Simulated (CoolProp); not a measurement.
n-perfluorohexane at 293.15 K and 13 MPa is throttled through a valve to 6.47 MPa with no heat exchange. Each further row changes one setting.

The numbers come from the reference Helmholtz-energy equation of state, Gao 2022 in CoolProp.

```json
[
 {"case": "as stated", "temperature change (K)": "(withheld)", "final density (kg/m³)": "(withheld)"},
 {"case": "outlet pressure 1.94 MPa", "temperature change (K)": "+3.4", "final density (kg/m³)": "(withheld)"},
 {"case": "outlet pressure 8.41 MPa", "temperature change (K)": "(withheld)", "final density (kg/m³)": "(withheld)"}
]
```

Q: Some entries are withheld; supply them.

A: 
- as stated, temperature change (K): +2.1
- as stated, final density (kg/m³): 1710
- outlet pressure 1.94 MPa, final density (kg/m³): 1690
- outlet pressure 8.41 MPa, temperature change (K): +1.5
- outlet pressure 8.41 MPa, final density (kg/m³): 1720
